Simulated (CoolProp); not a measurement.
Octamethyltrisiloxane (MDM) at several states: density (kg/m³) from the reference equation and from simpler models built on Tc = 565.4 K, pc = 1.438 MPa, ω = 0.528; each cubic takes its own stable root.

The numbers come from the reference Helmholtz-energy equation of state, Thol 2017 in CoolProp.

| T (K) | p (MPa) | phase | reference |
|---|---|---|---|
| 258.5 | 0.114 | liquid | 854.6 |
| 231.2 | 5.66 | liquid | 886.2 |
| 478.6 | 0.0358 | gas | 2.162 |
| 305.2 | 0.0405 | liquid | 808.2 |
| 326.1 | 0.0106 | liquid | 786.9 |
| 205.5 | 0.26 | liquid | 906.4 |

### Question
How far does each simpler model (Redlich-Kwong, Peng-Robinson) lie from the reference over these 6 states: mean and median of the absolute difference, and the worst?

### Answer
- Redlich-Kwong: mean 27.1 %, median 15.4 %, worst -99.9 % at 326.1 K and 0.0106 MPa
- Peng-Robinson: mean 1.7 %, median 1.4 %, worst -3.9 % at 205.5 K and 0.26 MPa

At some of these states Redlich-Kwong gives the other phase, because its saturation line lies elsewhere.
